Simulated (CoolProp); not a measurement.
The fluid at 469.83 K and 1.1 MPa is throttled through a valve to 0.0641 MPa with no heat exchange. The same conditions are run with several fluids, on thermodynamics alone (safety and materials aside).

Computed with CoolProp (reference Helmholtz-energy equation of state of each fluid (R113: Marx 1992; cyclopentane: Gedanitz 2015; R410A: Lemmon 2003; R123: Younglove 1994; R22: Kamei 1995)). Blends and air are pseudo-pure fits.

Q: Rank R113, cyclopentane, R410A, R123, R22 by temperature change (K), highest first.

A: R410A (-5.1), R22 (-6.4), R123 (-10.4), cyclopentane (-10.6), R113 (-11.5)

| fluid | final density (kg/m³) |
|---|---|
| R113 | 3.18 |
| cyclopentane | 1.19 |
| R410A | 1.21 |
| R123 | 2.58 |
| R22 | 1.44 |
